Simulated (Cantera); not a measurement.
Input: 1 mol Ti, 0.49 mol H2O, 110 mol H2, at 777 °C and 263 Torr.

Equilibrium computed with Cantera from the NASA thermochemical tables; the gas is ideal and each condensed phase is pure. Candidate condensed phases: H2O, Ti, TiO, TiO2, Ti2O3, Ti3O5, Ti4O7; 12 gas species. Mutual solubility and eutectic melting of coexisting phases are not modelled. TiO: taken at fixed stoichiometry. Condensed phases not in the tables: N, O or C dissolved in the metal. Rates play no part.

Problem. What is the equilibrium state?

Solution. 
```json
{
 "x(H2)": "1.00",
 "n(Ti(α))": "0.510 mol",
 "n(TiO(s))": "0.490 mol",
 "gas_amount": "110.5 mol",
 "log10 activity of Ti2O3(s) (absent)": "-4.80",
 "log10 activity of Ti3O5(s) (absent)": "-10.87",
 "log10 activity of Ti4O7(s) (absent)": "-17.08"
}
```
